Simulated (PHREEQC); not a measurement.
Ultrapure water in contact with air or piping (model solution)

Model water analysis in mg/L, 25 °C, pH 5.64, pe 12.3:

| constituent | mg/L |
|---|---|
| Na | 0.306 |
| K | 0.346 |
| Ca | 0.207 |
| Mg | 0.184 |
| Cl | 0.635 |
| S(6) as SO4 | 0.457 |
| Alkalinity as HCO3 | 1.19 |
| Br | 0.0386 |
| Sr | 0.00439 |
| Pb | 0.2 |
| O(0) (dissolved oxygen) | 0.0428 |

Valence states are taken as typed.

All values are PHREEQC results (ion-association model, wateq4f.dat), not measurements.

Each row changes one thing in this solution. Precipitation was switched off in this run.

```json
[
 {"case": "as made", "CO2 (mol/kgw)": "0.000111", "MgSO4 (mol/kgw)": "7.78e-9", "PbOH+ (mol/kgw)": "7.71e-9", "PbCO3 (mol/kgw)": "6.88e-9", "CaSO4 (mol/kgw)": "4.52e-9", "MgHCO3+ (mol/kgw)": "1.85e-9", "SI of Cerrusite (PbCO3)": "-2.27", "SI of Pb(OH)2 (Pb(OH)2)": "-2.92"},
 {"case": "Cl from 0.635 to 1.27 mg/L", "CO2 (mol/kgw)": "0.000111", "MgSO4 (mol/kgw)": "[?]", "PbOH+ (mol/kgw)": "7.69e-9", "PbCO3 (mol/kgw)": "6.86e-9", "CaSO4 (mol/kgw)": "4.50e-9", "MgHCO3+ (mol/kgw)": "1.85e-9", "SI of Cerrusite (PbCO3)": "-2.27", "SI of Pb(OH)2 (Pb(OH)2)": "-2.92"},
 {"case": "temperature from 25 to 75 °C at the same typed pH", "CO2 (mol/kgw)": "0.000103", "MgSO4 (mol/kgw)": "2.31e-8", "PbOH+ (mol/kgw)": "7.64e-9", "PbCO3 (mol/kgw)": "1.08e-8", "CaSO4 (mol/kgw)": "6.65e-9", "MgHCO3+ (mol/kgw)": "2.82e-9", "SI of Cerrusite (PbCO3)": "-2.59", "SI of Pb(OH)2 (Pb(OH)2)": "-1.45"},
 {"case": "pH from 5.64 to 5.5 at the same alkalinity", "CO2 (mol/kgw)": "0.000160", "MgSO4 (mol/kgw)": "7.77e-9", "PbOH+ (mol/kgw)": "5.60e-9", "PbCO3 (mol/kgw)": "5.20e-9", "CaSO4 (mol/kgw)": "4.52e-9", "MgHCO3+ (mol/kgw)": "1.93e-9", "SI of Cerrusite (PbCO3)": "[?]", "SI of Pb(OH)2 (Pb(OH)2)": "-3.20"}
]
```

Fill in the missing entries.


- Cl from 0.635 to 1.27 mg/L, MgSO4 (mol/kgw): 7.74e-9
- pH from 5.64 to 5.5 at the same alkalinity, SI of Cerrusite (PbCO3): -2.39

Away from 25 °C the constants follow the database's enthalpies or fits; those with neither stay at their 25 °C values.
